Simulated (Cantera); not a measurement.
Mixture: CH4 : CO : O2 : N2 : CO2 = 1 : 0.2 : 3.09 : 11.6 : 3.2 (molar parts), equivalence ratio 0.68, at 8250 Torr, adiabatic and at constant volume. Ignition delay is the time to a rise of 400 K.

Detailed kinetics in Cantera: GRI-Mech 3.0 (53 species, 325 reactions).

What does this change do: 0.99 parts H2 added?


| quantity | before | after |
|---|---|---|
| delay at 1275 K | 2.03 ms | 0.109 ms |
| delay at 1350 K | 0.869 ms | 57.0 µs |
| delay at 1425 K | 0.397 ms | 33.7 µs |
| delay at 1500 K | 0.191 ms | 21.3 µs |
| delay at 1575 K | 96.5 µs | 14.0 µs |
| delay at 1650 K | 51.2 µs | 9.53 µs |
| delay at 1725 K | 28.5 µs | 6.65 µs |
| apparent activation energy between 1575 and 1725 K | 180 kJ/mol | 110 kJ/mol |

What does this change do: CO 0.2 to 0.36 parts?


```
quantity                                                before       after
--------------------------------------------------  ----------  ----------
delay at 1275 K                                        2.03 ms     2.21 ms
delay at 1350 K                                       0.869 ms    0.923 ms
delay at 1425 K                                       0.397 ms    0.414 ms
delay at 1500 K                                       0.191 ms    0.196 ms
delay at 1575 K                                        96.5 µs     98.2 µs
delay at 1650 K                                        51.2 µs     51.7 µs
delay at 1725 K                                        28.5 µs     28.7 µs
apparent activation energy between 1575 and 1725 K  180 kJ/mol  190 kJ/mol
```
